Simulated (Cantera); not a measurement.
Input (Python, Cantera) and output of one run.

```python
import numpy as np
import cantera as ct

gas_names = """
    Fe FeO N NO NO2 NO3 N2 N2O O O2 O3 S SN SO SO2 SO3 S2 S2O S8
""".split()
cond_names = """
    Fe(a) Fe(c) Fe(d) Fe(L) FeO(s) FeO(L) FeS(a) FeS(b) FeS(c) FeS(L) FeSO4(s) FeS2(s) Fe2O3(s)
    Fe2S3O12(s) Fe3O4(s) S(cr1) S(cr2) S(L)
""".split()


def load(file, names, dense=False):
    # The tables refer to 1 bar. Condensed volumes are neglected.
    table = {s.name: s for s in ct.Species.list_from_file(file)}
    out = []
    for n in names:
        d = dict(table[n].input_data)
        d["thermo"] = dict(d["thermo"], **{"reference-pressure": 1e5})
        if dense:
            d["equation-of-state"] = {"model": "constant-volume", "density": "1e6 g/cm^3"}
        out.append(ct.Species.from_dict(d))
    return out


gas = ct.Solution(thermo="ideal-gas", species=load("nasa_gas.yaml", gas_names))
cond = {s.name: ct.Solution(thermo="fixed-stoichiometry", species=[s], name=s.name)
        for s in load("nasa_condensed.yaml", cond_names, dense=True)}
atoms = {
    'FeS2': {'Fe': 1, 'S': 2},
    'SO3': {'S': 1, 'O': 3},
    'N2': {'N': 2},
}
top_T = {'FeSO4(s)': 950, 'FeS2(s)': 1010, 'Fe2O3(s)': 1830, 'Fe2S3O12(s)': 1100, 'Fe3O4(s)': 1870}  # K; cautious upper limits of use, not melting points


def equilibrate(T, P, feed):
    n = {}
    for name, mol in feed.items():
        for a, k in atoms[name].items():
            n[a] = n.get(a, 0.0) + k * mol
    gas.TPX = T, P, n
    mass = sum(n.values()) * gas.mean_molecular_weight
    gas.equilibrate("TP")
    valid = [c for c in cond.values() if c.min_temp <= T <= top_T.get(c.name, c.max_temp)]
    mix = ct.Mixture([(gas, mass / gas.mean_molecular_weight)] + [(c, 0.0) for c in valid])
    mix.T, mix.P = T, P
    mix.equilibrate("TP", solver="vcs", rtol=1e-11, max_steps=5000)
    return mix


results = []
feed = {'FeS2': 1, 'SO3': 2.2, 'N2': 3.6}  # mol
T = 1750  # K
P = 13332.2  # Pa
mix = equilibrate(T, P, feed)
results.append((T, P, feed, dict(zip(mix.species_names, mix.species_moles))))
x = sorted(zip(gas.X, gas.species_names), reverse=True)
print(f"T = {T:g} K  P = {P:g} Pa  gas = {mix.phase_moles(0):.4g} mol")
print("   x: " + "  ".join(f"{s} {v:.3e}" for v, s in x if v > 1e-05))
print("   condensed (mol): " + ("  ".join(f"{mix.phase(i).name} {mix.phase_moles(i):.4g}"
      for i in range(1, mix.n_phases) if mix.phase_moles(i) > 1e-12) or "none"))
```

Result:

```
T = 1750 K  P = 13332.2 Pa  gas = 7.131 mol
   x: N2 5.049e-01  SO2 3.815e-01  S2 9.092e-02  SO 1.933e-02  S2O 2.949e-03  S 4.049e-04
   condensed (mol): FeO(L) 0.9999
```

Cantera equilibrium calculation (NASA polynomials, part measured and part estimated; ideal gas, pure solids and liquids). The tables' stoichiometric FeO is somewhat more stable than real wüstite, so its field is too wide. FeO: taken at fixed stoichiometry.
